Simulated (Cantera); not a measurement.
**Stirred combustor or abatement burner**

A perfectly stirred reactor is fed with 10.5 % CH4, 2.41 % C2H6, 0.408 % C3H8, 17.5 % O2, 65.6 % N2, 3.66 % CO2, at 1.60 bar; it is adiabatic with a 550 K inlet, and is followed from long to short residence time, starting on the burning branch (τ in s: 0.22, 0.076, 0.027, 0.0095, 0.0034, 0.0012, 0.00042, 0.00015, 5.2e-05, 1.9e-05, 6.5e-06).

Cantera simulation using GRI-Mech 3.0 (53 species, 325 reactions); the numbers are that mechanism's predictions, not measurements.

```json
[
 {"τ (s)": "0.22", "T (K)": "1852", "x CH4": "0.00403", "x C2H6": "2.66e-6", "x C3H8": "6.34e-8", "x C2H2": "0.00312", "x C2H4": "2.82e-5", "x CH2O": "3.28e-6"},
 {"τ (s)": "0.076", "T (K)": "1859", "x CH4": "0.00543", "x C2H6": "6.80e-6", "x C3H8": "1.68e-7", "x C2H2": "0.00488", "x C2H4": "6.17e-5", "x CH2O": "6.72e-6"},
 {"τ (s)": "0.027", "T (K)": "1861", "x CH4": "0.00675", "x C2H6": "1.63e-5", "x C3H8": "4.35e-7", "x C2H2": "0.00646", "x C2H4": "0.000129", "x CH2O": "1.33e-5"},
 {"τ (s)": "0.0095", "T (K)": "1854", "x CH4": "0.00809", "x C2H6": "3.97e-5", "x C3H8": "1.17e-6", "x C2H2": "0.00766", "x C2H4": "0.000270", "x CH2O": "2.61e-5"},
 {"τ (s)": "0.0034", "T (K)": "1831", "x CH4": "0.00986", "x C2H6": "0.000102", "x C3H8": "3.32e-6", "x C2H2": "0.00830", "x C2H4": "0.000583", "x CH2O": "5.21e-5"},
 {"τ (s)": "0.0012", "T (K)": "1758", "x CH4": "0.0144", "x C2H6": "0.000365", "x C3H8": "1.33e-5", "x C2H2": "0.00786", "x C2H4": "0.00163", "x CH2O": "0.000130"},
 {"τ (s)": "0.00042", "T (K)": "550", "x CH4": "0.105", "x C2H6": "0.0241", "x C3H8": "0.00408", "x C2H2": "<1e-12", "x C2H4": "<1e-12", "x CH2O": "<1e-12"},
 {"τ (s)": "0.00015", "T (K)": "550", "x CH4": "0.105", "x C2H6": "0.0241", "x C3H8": "0.00408", "x C2H2": "<1e-12", "x C2H4": "<1e-12", "x CH2O": "<1e-12"},
 {"τ (s)": "5.2e-5", "T (K)": "550", "x CH4": "0.105", "x C2H6": "0.0241", "x C3H8": "0.00408", "x C2H2": "<1e-12", "x C2H4": "<1e-12", "x CH2O": "<1e-12"},
 {"τ (s)": "1.9e-5", "T (K)": "550", "x CH4": "0.105", "x C2H6": "0.0241", "x C3H8": "0.00408", "x C2H2": "<1e-12", "x C2H4": "<1e-12", "x CH2O": "<1e-12"},
 {"τ (s)": "6.5e-6", "T (K)": "550", "x CH4": "0.105", "x C2H6": "0.0241", "x C3H8": "0.00408", "x C2H2": "<1e-12", "x C2H4": "<1e-12", "x CH2O": "<1e-12"}
]
```
x: mole fraction; the columns are a selection and need not sum to one.
